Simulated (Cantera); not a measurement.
**Pb + CO (metals in furnace atmospheres)**

Charge: 1 mol Pb, 1.2 mol CO, held at 725 K.

Equilibrium computed with Cantera from the NASA thermochemical tables; the gas is ideal and each condensed phase is pure. Candidate condensed phases: C, Pb, PbO, PbO2, Pb3O4; 15 gas species. Equilibrium is a limit: real reactors are often held back by kinetics, nucleation or transport.

| P (Pa) | log p CO2 | log p CO | log p Pb | n C(graphite) | n Pb(l) |
|---|---|---|---|---|---|
| 10 | -4.94 | -4.05 | -8.47 | 0.122 | 1.000 |
| 120 | -3.24 | -3.20 | -8.47 | 0.387 | 1.000 |
| 1600 | -1.89 | -2.52 | -8.47 | 0.538 | 1.00 |
| 19000 | -0.75 | -1.95 | -8.47 | 0.582 | 1.00 |
| 240000 | 0.37 | -1.39 | -8.47 | 0.595 | 1.00 |
| 3000000 | 1.48 | -0.84 | -8.47 | 0.599 | 1.00 |
log p: log10 of the partial pressure in bar; n: condensed amount in mol.

From 10.0 Pa to 30.0 bar the condensed part is C(graphite) + Pb(l).
